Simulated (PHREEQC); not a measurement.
PHREEQC input (ion-association model, wateq4f.dat):

```
SOLUTION_SPECIES
  2 NO3- + 12 H+ + 10 e- = N2 + 6 H2O  # shut off: nitrate stays nitrate
    -log_k -100
    -delta_h 0
    -analytic -100
SOLUTION 1
  temp 60
  units mol/kgw
  pH 7 charge
  Cl 0.0012
  Li 0.0012
  Br 0.012
  K 0.012
SOLUTION 2
  temp 60
  units mol/kgw
  pH 7 charge
  S(6) 0.011
  Cu(2) 0.011
  N(5) 0.22
  Cl 0.00048
  Na 0.00048
END
SELECTED_OUTPUT 1
  -reset false
  -pH true
  -pe true
  -ionic_strength true
  -water true
  -totals Br Cl Cu K Li N Na S Cu(1) Cu(2)
    N(5) N(3) N(0) N(-3) S(-2) S(6)
  -molalities H+ Br- Cl- Cu+2 K+ Li+ NO3- Na+ SO4-2 NH3
    NaSO4- KSO4- HSO4- H2S HS- S-2 O2 LiSO4- NH4+ NH4SO4-
    OH- CuCl2- CuCl3-2 Cu+ CuCl+ CuCl2 CuCl3- CuCl4-2 CuOH+ Cu(OH)2
    Cu(OH)3- Cu(OH)4-2 Cu2(OH)2+2 CuSO4 Cu(HS)3- NO2-
  -equilibrium_phases Tenorite Brochantite Antlerite Atacamite Cu2(OH)3NO3 Halite Mirabilite Chalcanthite
PRINT
  -reset false
MIX 1
  1 1
  2 0
EQUILIBRIUM_PHASES 1
  Tenorite 0 0
  Brochantite 0 0
  Antlerite 0 0
  Atacamite 0 0
  Cu2(OH)3NO3 0 0
  Halite 0 0
  Mirabilite 0 0
  Chalcanthite 0 0
  O2(g) -0.68 10
END
# ... the last block is repeated for the other 10 points of share of solution B
```

Selected output (columns that matter, 11 of 11 rows; share of solution B added in front):

```
share of solution B	pH	mu	Br	Cl	Cu	K	Li	N	Na	S	m_H+	m_Br-	m_Cl-	m_Cu+2
0	6.5119	0.0132	0.012	0.0012	0	0.012	0.0012	0	0	0	3.4252e-07	0.012	0.0012	0
0.1	1.739	0.036693	0.0108	0.001128	0.0011	0.0108	0.00108	0.022	4.8e-05	0.0011	0.02125	0.0108	0.0011205	0.0010725
0.2	1.4508	0.059771	0.0096	0.001056	0.0022	0.0096	0.00096	0.044	9.6e-05	0.0022	0.04227	0.0096	0.0010438	0.0021477
0.3	1.2831	0.082795	0.0084	0.000984	0.0033	0.0084	0.00084	0.066	0.000144	0.0033	0.063254	0.0084	0.0009685	0.0032272
0.4	1.1643	0.1058	0.0072	0.000912	0.0044	0.0072	0.00072	0.088	0.000192	0.0044	0.084222	0.0072	0.00089425	0.0043097
0.5	1.0722	0.12879	0.006	0.00084	0.0055	0.006	0.0006	0.11	0.00024	0.0055	0.10518	0.006	0.0008208	0.0053945
0.6	0.99706	0.15177	0.0048	0.000768	0.0066	0.0048	0.00048	0.132	0.000288	0.0066	0.12613	0.0048	0.00074802	0.0064812
0.7	0.93351	0.17475	0.0036	0.000696	0.0077	0.0036	0.00036	0.154	0.000336	0.0077	0.14708	0.0036	0.00067584	0.0075694
0.8	0.87845	0.19773	0.0024	0.000624	0.0088	0.0024	0.00024	0.176	0.000384	0.0088	0.16802	0.0024	0.00060417	0.0086589
0.9	0.82987	0.2207	0.0012	0.000552	0.0099	0.0012	0.00012	0.198	0.000432	0.0099	0.18896	0.0012	0.00053298	0.0097495
1	0.7864	0.24367	0	0.00048	0.011	0	0	0.22	0.00048	0.011	0.20989	0	0.00046222	0.010841
```

At this temperature some constants are extrapolated from 25 °C, and those without enthalpy data are left unchanged.
